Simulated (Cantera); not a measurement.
A Cantera script and what it prints.

```python
import numpy as np
import cantera as ct

gas_names = """
    B BH BH2 BH3 BN B2 H H2 N NH NH2 NH3 N2 N2H2 N2H4
""".split()
cond_names = """
    B(b) B(L) BN(s)
""".split()


# ... load() reads the species with a 1 bar reference pressure and builds the phases ...
atoms = {
    'BN': {'B': 1, 'N': 1},
    'H2': {'H': 2},
}
top_T = {'BN(s)': 3200}  # K; cautious upper limits of use, not melting points


# ... equilibrate(T, P, feed) seeds the gas with the atoms and calls Mixture.equilibrate('TP', solver="vcs", rtol=1e-11, max_steps=5000) ...
results = []
T = 1500  # K
P = 7.1  # Pa
for m in [0.27, 0.39, 0.51, 0.64, 0.76, 0.88, 1, 1.1, 1.3, 1.4, 1.5, 1.6]:
    feed = {'BN': 1, 'H2': m}  # mol
    mix = equilibrate(T, P, feed)
    results.append((T, P, feed, dict(zip(mix.species_names, mix.species_moles))))

top = {s: max(r[3][s] / sum(r[3][g] for g in gas_names) for r in results) for s in gas_names}
cols = sorted((s for s in top if top[s] > 1e-05), key=lambda s: -top[s])[:6]
seen = [c for c in cond_names if any(r[3].get(c, 0) > 1e-12 for r in results)]
print("log10 of partial pressures in bar; condensed amounts in mol")
print(f"{'n(H2)':>10s}" + "".join(f"{s[:9]:>10s}" for s in cols + seen))
for T, P, feed, n in results:
    ng = sum(n[g] for g in gas_names)
    print(f"{feed['H2']:10.4g}" + "".join(f"{np.log10(max(n[s] / ng * P / 1e5, 1e-99)):10.3f}" for s in cols)
          + "".join(f"{n.get(c, 0):10.4g}" for c in seen))
```

Output:

```
log10 of partial pressures in bar; condensed amounts in mol
     n(H2)        H2         H        N2      B(b)     BN(s)
      0.27    -4.150    -6.829    -8.264  3.88e-05         1
      0.39    -4.150    -6.829    -8.264 5.605e-05    0.9999
      0.51    -4.150    -6.829    -8.264  7.33e-05    0.9999
      0.64    -4.150    -6.829    -8.264 9.198e-05    0.9999
      0.76    -4.150    -6.829    -8.264 0.0001092    0.9999
      0.88    -4.150    -6.829    -8.264 0.0001265    0.9999
         1    -4.150    -6.829    -8.264 0.0001437    0.9998
       1.1    -4.150    -6.829    -8.264 0.0001581    0.9998
       1.3    -4.150    -6.829    -8.264 0.0001868    0.9998
       1.4    -4.150    -6.829    -8.264 0.0002012    0.9998
       1.5    -4.150    -6.829    -8.264 0.0002156    0.9998
       1.6    -4.150    -6.829    -8.264   0.00023    0.9998
```

Cantera equilibrium calculation (NASA polynomials, part measured and part estimated; ideal gas, pure solids and liquids). Mutual solubility and eutectic melting of coexisting phases are not modelled.
